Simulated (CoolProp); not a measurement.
Vapour-liquid equilibrium of R143a (1) + R134a (2) at 193.3 K; x and y are mole fractions of (1).

Values from CoolProp's multi-fluid Helmholtz-energy mixture model, Lemmon and Jacobsen 2000 and Tillner-Roth 1994; pair parameters Lemmon 2004.

### Question
Give the bubble pressure and the first vapour's composition at x = 0.05, 0.575, 0.95. Is there an azeotrope?

### Answer
x = 0.05: 4.300 kPa, y = 0.178; x = 0.575: 10.69 kPa, y = 0.852; x = 0.95: 15.27 kPa, y = 0.988. No azeotrope shows between x = 0.05 and 0.95.

The pair parameters rest on a limited set of measurements; away from them the model extrapolates.
